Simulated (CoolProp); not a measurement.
Values from CoolProp's reference Helmholtz-energy equation of state, Leachman 2009.

Task: For normal hydrogen, give the phase and the Joule-Thomson coefficient (K/MPa), conductivity (mW/(m K)), Prandtl number at 733.6 K and 0.14 MPa; 996.8 K and 0.394 MPa.

Result: 
- 733.6 K and 0.14 MPa: gas; Joule-Thomson coefficient -0.577, conductivity 359, Prandtl number 0.679
- 996.8 K and 0.394 MPa: gas; Joule-Thomson coefficient -0.589, conductivity 459, Prandtl number 0.675

Viscosity comes from a separate model (Muzny 2013). Thermal conductivity comes from a separate model (Assael 2011).
